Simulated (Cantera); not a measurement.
Charge: 1 mol LiOH, 0.019 mol H₂, equilibrated at 1248.15 K.

These are equilibrium values from Cantera (NASA tables, ideal gas, pure condensed phases), not measurements of a reactor. Candidate condensed phases: H₂O, Li, LiH, LiOH, Li₂O; 17 gas species. Mutual solubility and eutectic melting of coexisting phases are not modelled. Equilibrium is a limit: real reactors are often held back by kinetics, nucleation or transport.

Task: What share of the Li ends up in condensed phases as a function of P (Pa), at 10, 68, 460, 3200, 22000, 150000, 1000000?

Result: 
| P (Pa) | Li condensed (%) | as |
|---|---|---|
| 10 | 91.3 | Li₂O(s) |
| 68 | 96.6 | Li₂O(s) |
| 460 | 98.7 | Li₂O(s) |
| 3200 | 99.5 | Li₂O(s) |
| 22000 | 99.8 | Li₂O(s) |
| 150000 | 100.0 | LiOH(l) + Li₂O(s) |
| 1000000 | 100.0 | LiOH(l) + Li₂O(s) |
